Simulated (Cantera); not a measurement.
An isothermal, constant-pressure homogeneous reactor starts with CO : O2 : H2O : N2 = 0.0078 : 0.0021 : 0.00059 : 1 (molar parts), equivalence ratio 1.9, at 1125 K and 1.20 bar.

Cantera simulation using GRI-Mech 3.0 (53 species, 325 reactions); the numbers are that mechanism's predictions, not measurements.

x: mole fraction; the columns are a selection and need not sum to one.

```json
[
 {"t (s)": "0.000500", "x CO": "0.00772", "x O2": "0.00208", "x H2O": "0.000584", "x O": "1.28e-10", "x H": "2.89e-12"},
 {"t (s)": "0.00107", "x CO": "0.00772", "x O2": "0.00208", "x H2O": "0.000584", "x O": "2.67e-10", "x H": "1.15e-11"},
 {"t (s)": "0.00229", "x CO": "0.00772", "x O2": "0.00208", "x H2O": "0.000584", "x O": "5.75e-10", "x H": "4.12e-11"},
 {"t (s)": "0.00491", "x CO": "0.00772", "x O2": "0.00208", "x H2O": "0.000584", "x O": "1.45e-9", "x H": "1.57e-10"},
 {"t (s)": "0.0105", "x CO": "0.00772", "x O2": "0.00208", "x H2O": "0.000584", "x O": "6.66e-9", "x H": "9.55e-10"},
 {"t (s)": "0.0226", "x CO": "0.00772", "x O2": "0.00208", "x H2O": "0.000584", "x O": "1.54e-7", "x H": "2.45e-8"},
 {"t (s)": "0.0483", "x CO": "0.00741", "x O2": "___", "x H2O": "0.000568", "x O": "4.07e-5", "x H": "1.17e-5"},
 {"t (s)": "0.103", "x CO": "0.00355", "x O2": "___", "x H2O": "0.000457", "x O": "1.31e-5", "x H": "0.000112"},
 {"t (s)": "0.222", "x CO": "0.00336", "x O2": "___", "x H2O": "0.000374", "x O": "1.37e-8", "x H": "1.81e-5"},
 {"t (s)": "0.475", "x CO": "0.00335", "x O2": "___", "x H2O": "0.000361", "x O": "1.22e-9", "x H": "5.76e-6"},
 {"t (s)": "1.02", "x CO": "0.00334", "x O2": "2.11e-10", "x H2O": "0.000356", "x O": "1.70e-10", "x H": "2.17e-6"},
 {"t (s)": "2.18", "x CO": "0.00334", "x O2": "3.69e-11", "x H2O": "0.000353", "x O": "2.50e-11", "x H": "8.25e-7"},
 {"t (s)": "4.67", "x CO": "0.00334", "x O2": "7.24e-12", "x H2O": "0.000352", "x O": "3.83e-12", "x H": "3.04e-7"},
 {"t (s)": "10.0", "x CO": "0.00334", "x O2": "1.73e-12", "x H2O": "0.000351", "x O": "<1e-12", "x H": "1.17e-7"}
]
```

### Question
Fill in the missing entries.

### Answer

- 0.0483, x O2: 0.00191
- 0.103, x O2: 4.72e-5
- 0.222, x O2: 2.09e-8
- 0.475, x O2: 1.46e-9
